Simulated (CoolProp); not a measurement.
Properties of R1132(E) at several states (Tc = 75.7 °C, pc = 5.174 MPa, ω = 0.245).

Values from CoolProp's reference Helmholtz-energy equation of state, Akasaka 2024.

```
T (°C)  p (MPa)  phase  density (kg/m³)  cp (kJ/(kg K))  isothermal compressibility (1/MPa)
------  -------  -----  ---------------  --------------  ----------------------------------
94.75    0.0323    gas           0.6774               ?                               31.02
-24.15    0.021    gas           0.6524               ?                               47.83
67.65    0.0199    gas           0.4504               ?                               50.32
```

### Question
Some entries are withheld; supply them.

### Answer

- 94.75, cp (kJ/(kg K)): 1.059
- -24.15, cp (kJ/(kg K)): 0.8582
- 67.65, cp (kJ/(kg K)): 1.014
